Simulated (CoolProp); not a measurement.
Vapour-liquid equilibrium of CHF3 (R23) (1) + R113 (2) at 249.6 K; x and y are mole fractions of (1).

Model: multi-fluid Helmholtz-energy mixture model, Penoncello 2003 and Marx 1992; pair parameters Bell 2016, in CoolProp.

```csv
x,bubble pressure (MPa),y at the bubble point,dew pressure at overall composition x (MPa),liquid density (mol/L)
0.05,0.1218,0.965,0.004437,9.200
0.15,0.3747,0.988,(withheld),9.744
0.25,(withheld),0.993,0.005624,10.33
0.35,0.7815,0.994,0.006491,(withheld)
0.45,0.8910,0.995,0.007673,11.67
0.55,0.9505,0.995,0.009380,(withheld)
0.65,0.9852,0.996,0.01206,13.27
0.75,1.020,0.996,0.01689,14.19
0.85,1.077,0.997,0.02817,15.21
0.95,1.176,0.998,0.08486,16.33
```

**Question.** What belongs in the gaps?

**Answer.** 
- 0.15, dew pressure at overall composition x (MPa): 0.004960
- 0.25, bubble pressure (MPa): 0.6067
- 0.35, liquid density (mol/L): 10.98
- 0.55, liquid density (mol/L): 12.44

No azeotrope shows between x = 0.05 and 0.95.

Pair parameters are fitted to limited data, so mixtures are less certain than the pure fluids. The gap from Raoult's law changes sign with composition, which may be real or a fault of the pair parameters; it wasn't checked against measurements. With so large a gap from Raoult's law the liquid may split in two, which this calculation doesn't test in full.
